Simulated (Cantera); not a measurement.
Cantera run:

```python
import numpy as np
import cantera as ct

gas_names = [...]  # 109 gases of nasa_gas.yaml made of C, Cl, H, Si
cond_names = """
    C(gr) C6H6(L) C7H8(L) C8H18(L),n-octa Si(cr) Si(L) SiC(b)
""".split()


# ... load() reads the species with a 1 bar reference pressure and builds the phases ...
atoms = {
    'SiHCl3': {'Si': 1, 'H': 1, 'CL': 3},
    'C2H2': {'C': 2, 'H': 2},
    'H2': {'H': 2},
}
top_T = {'C(gr)': 4500, 'SiC(b)': 3050}  # K; cautious upper limits of use, not melting points


# ... equilibrate(T, P, feed) seeds the gas with the atoms and calls Mixture.equilibrate('TP', solver="vcs", rtol=1e-11, max_steps=5000) ...
results = []
feed = {'SiHCl3': 1, 'C2H2': 0.78, 'H2': 4.8}  # mol
P = 530  # Pa
for T in [1523, 1573, 1623, 1673, 1723, 1773, 1823, 1873, 1923, 1973, 2023, 2073]:
    mix = equilibrate(T, P, feed)
    results.append((T, P, feed, dict(zip(mix.species_names, mix.species_moles))))

top = {s: max(r[3][s] / sum(r[3][g] for g in gas_names) for r in results) for s in gas_names}
cols = sorted((s for s in top if top[s] > 1e-05), key=lambda s: -top[s])[:5]
seen = [c for c in cond_names if any(r[3].get(c, 0) > 1e-12 for r in results)]
print("log10 of partial pressures in bar; condensed amounts in mol")
print(f"{'T/K':>10s}" + "".join(f"{s[:9]:>10s}" for s in cols + seen))
for T, P, feed, n in results:
    ng = sum(n[g] for g in gas_names)
    print(f"{T:10.4g}" + "".join(f"{np.log10(max(n[s] / ng * P / 1e5, 1e-99)):10.3f}" for s in cols)
          + "".join(f"{n.get(c, 0):10.4g}" for c in seen))
```

Output:

```
log10 of partial pressures in bar; condensed amounts in mol
       T/K        H2       HCL         H     SiCL2        CL     C(gr)    SiC(b)
      1523    -2.489    -2.694    -5.881    -4.484    -6.181    0.6113    0.9485
      1573    -2.489    -2.697    -5.635    -4.396    -5.944    0.6211    0.9387
      1623    -2.488    -2.701    -5.404    -4.315    -5.721    0.6323    0.9274
      1673    -2.487    -2.705    -5.187    -4.241    -5.513    0.6446    0.9148
      1723    -2.486    -2.710    -4.982    -4.173    -5.317     0.658    0.9012
      1773    -2.485    -2.715    -4.789    -4.111    -5.133    0.6722    0.8865
      1823    -2.485    -2.721    -4.606    -4.055    -4.960    0.6871    0.8709
      1873    -2.485    -2.728    -4.432    -4.004    -4.797    0.7025    0.8545
      1923    -2.485    -2.736    -4.268    -3.958    -4.644    0.7185    0.8371
      1973    -2.486    -2.745    -4.113    -3.917    -4.499    0.7351    0.8186
      2023    -2.488    -2.756    -3.965    -3.881    -4.363    0.7529     0.798
      2073    -2.491    -2.768    -3.826    -3.850    -4.235     0.773    0.7738
```

Equilibrium computed with Cantera from the NASA thermochemical tables; the gas is ideal and each condensed phase is pure. The tables' values for SiCl, SiCl3 are old estimates; treat these amounts as uncertain.
